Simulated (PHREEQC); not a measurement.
Make-up at 65 °C: 1.1 mol Na2CO3, 0.0023 mol Na2B4O7 and 0.56 mol KBr per kg of water. Closed to the air; pH follows from the charge balance.

All values are PHREEQC results (ion-association model, wateq4f.dat), not measurements.

Task: The ionic strength comes out as 1.77 mol/kgw. What activity coefficients do K+, Na+, H2BO3-, NaCO3-, Br- get?

Result: K+ 0.55, Na+ 0.74, H2BO3- 0.45, NaCO3- 0.61, Br- 0.95.

Precipitation was switched off in this run. Caution: at this ionic strength the ion-association model is outside its range; a Pitzer model would be the better tool where its parameters exist. At this temperature some constants are extrapolated from 25 °C, and those without enthalpy data are left unchanged.
